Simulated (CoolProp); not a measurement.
Properties of benzene along the isotherm 197.65 °C (Tc = 288.9 °C, pc = 4.906 MPa, ω = 0.211).

The numbers come from the reference Helmholtz-energy equation of state, Thol 2012 in CoolProp.

```csv
p (MPa),phase,Z,cp (kJ/(kg K)),speed of sound (m/s),expansivity (1/kK),conductivity (mW/(m K))
1.64,liquid,0.04940,2.404,570.6,2.513,89.5
3.27,liquid,0.09751,2.372,596.8,2.332,91.3
4.91,liquid,0.1451,2.346,620.9,2.185,93.0
6.54,liquid,0.1917,2.324,643.1,…,94.6
8.18,liquid,0.2379,2.306,663.9,1.963,96.1
9.81,liquid,0.2834,2.290,683.3,…,97.5
11.4,liquid,0.3272,2.277,701.2,1.801,98.9
13.1,liquid,0.3736,2.265,719.4,1.731,100
14.7,liquid,0.4168,…,735.7,1.672,101
16.4,liquid,0.4624,2.245,752.3,1.616,103
18,liquid,0.5049,2.236,767.2,1.568,104
19.6,liquid,0.5471,2.229,781.6,1.525,105
21.3,liquid,0.5916,2.221,796.4,1.483,…
22.9,liquid,0.6333,2.215,809.8,1.446,107
24.5,liquid,0.6746,2.209,822.7,1.412,108
```

Q: Fill in the missing entries.

A: 
- 6.54, expansivity (1/kK): 2.065
- 9.81, expansivity (1/kK): 1.875
- 14.7, cp (kJ/(kg K)): 2.254
- 21.3, conductivity (mW/(m K)): 106

Thermal conductivity comes from a separate model (Assael 2012).
